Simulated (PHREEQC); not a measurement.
Synthetic water in mg/L, 85 °C, pH 5.88, pe 9.8:

```tsv
constituent	mg/L
Na	0.0434
K	0.00334
Ca	0.0195
Mg	0.00736
Cl	0.0215
S(6) as SO4	0.0963
Alkalinity as HCO3	0.0528
Zn	0.00261
Sr	0.0035
O(0) (dissolved oxygen)	7.12e-05
```

Valence states are taken as typed.

The numbers come from PHREEQC with the ion-association model, phreeqc.dat.

No solid was allowed to form.

Q: Estimate the ionic strength.

A: ionic strength 6.78e-6 mol/kgw.

Q: In which forms is Zn present?

A: Zn+2 96 %, ZnOH+ 3.5 % of the Zn.

Complexes and solids missing from the database can't appear. Constants without temperature data keep their 25 °C values here.
